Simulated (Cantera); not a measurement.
Cantera run:

```python
import numpy as np
import cantera as ct

gas_names = """
    CL CL2 H HCL H2 Si SiCL SiCL2 SiCL3 SiCL4 SiH SiHCL3 SiH2 SiH2CL2 SiH3 SiH3CL SiH4 Si2 Si3
""".split()
cond_names = """
    Si(cr) Si(L)
""".split()


def load(file, names, dense=False):
    # The tables refer to 1 bar. Condensed volumes are neglected.
    table = {s.name: s for s in ct.Species.list_from_file(file)}
    out = []
    for n in names:
        d = dict(table[n].input_data)
        d["thermo"] = dict(d["thermo"], **{"reference-pressure": 1e5})
        if dense:
            d["equation-of-state"] = {"model": "constant-volume", "density": "1e6 g/cm^3"}
        out.append(ct.Species.from_dict(d))
    return out


gas = ct.Solution(thermo="ideal-gas", species=load("nasa_gas.yaml", gas_names))
cond = {s.name: ct.Solution(thermo="fixed-stoichiometry", species=[s], name=s.name)
        for s in load("nasa_condensed.yaml", cond_names, dense=True)}
atoms = {
    'SiCl4': {'Si': 1, 'CL': 4},
    'HCl': {'H': 1, 'CL': 1},
    'H2': {'H': 2},
}
top_T = {}  # K; cautious upper limits of use, not melting points


def equilibrate(T, P, feed):
    n = {}
    for name, mol in feed.items():
        for a, k in atoms[name].items():
            n[a] = n.get(a, 0.0) + k * mol
    gas.TPX = T, P, n
    mass = sum(n.values()) * gas.mean_molecular_weight
    gas.equilibrate("TP")
    valid = [c for c in cond.values() if c.min_temp <= T <= top_T.get(c.name, c.max_temp)]
    mix = ct.Mixture([(gas, mass / gas.mean_molecular_weight)] + [(c, 0.0) for c in valid])
    mix.T, mix.P = T, P
    mix.equilibrate("TP", solver="vcs", rtol=1e-11, max_steps=5000)
    return mix


results = []
feed = {'SiCl4': 1, 'HCl': 0.22, 'H2': 210}  # mol
P = 63000  # Pa
for T in [2323, 2348, 2373, 2398, 2423, 2448, 2473, 2498, 2523, 2548, 2573, 2598, 2623, 2648]:
    mix = equilibrate(T, P, feed)
    results.append((T, P, feed, dict(zip(mix.species_names, mix.species_moles))))

top = {s: max(r[3][s] / sum(r[3][g] for g in gas_names) for r in results) for s in gas_names}
cols = sorted((s for s in top if top[s] > 0.0001), key=lambda s: -top[s])[:5]
seen = [c for c in cond_names if any(r[3].get(c, 0) > 1e-12 for r in results)]
print("log10 of partial pressures in bar; condensed amounts in mol")
print(f"{'T/K':>10s}" + "".join(f"{s[:9]:>10s}" for s in cols + seen))
for T, P, feed, n in results:
    ng = sum(n[g] for g in gas_names)
    print(f"{T:10.4g}" + "".join(f"{np.log10(max(n[s] / ng * P / 1e5, 1e-99)):10.3f}" for s in cols)
          + "".join(f"{n.get(c, 0):10.4g}" for c in seen))
```

Output:

```
log10 of partial pressures in bar; condensed amounts in mol
       T/K        H2         H       HCL        Si        CL     Si(L)
      2323    -0.216    -2.071    -1.942    -2.943    -3.940    0.2097
      2348    -0.217    -2.017    -1.943    -2.850    -3.887   0.07602
      2373    -0.218    -1.964    -1.942    -2.793    -3.834         0
      2398    -0.220    -1.912    -1.940    -2.772    -3.779         0
      2423    -0.221    -1.862    -1.938    -2.754    -3.726         0
      2448    -0.222    -1.812    -1.936    -2.738    -3.675         0
      2473    -0.223    -1.763    -1.935    -2.723    -3.625         0
      2498    -0.225    -1.716    -1.935    -2.711    -3.577         0
      2523    -0.226    -1.669    -1.935    -2.699    -3.529         0
      2548    -0.228    -1.624    -1.935    -2.689    -3.484         0
      2573    -0.230    -1.579    -1.936    -2.680    -3.439         0
      2598    -0.232    -1.535    -1.938    -2.672    -3.395         0
      2623    -0.234    -1.493    -1.939    -2.665    -3.353         0
      2648    -0.237    -1.451    -1.941    -2.659    -3.312         0
```

These are equilibrium values from Cantera (NASA tables, ideal gas, pure condensed phases), not measurements of a reactor. The tables' values for SiCl are old estimates; treat these amounts as uncertain. Gases not in the tables: Si2H6 and higher silanes.
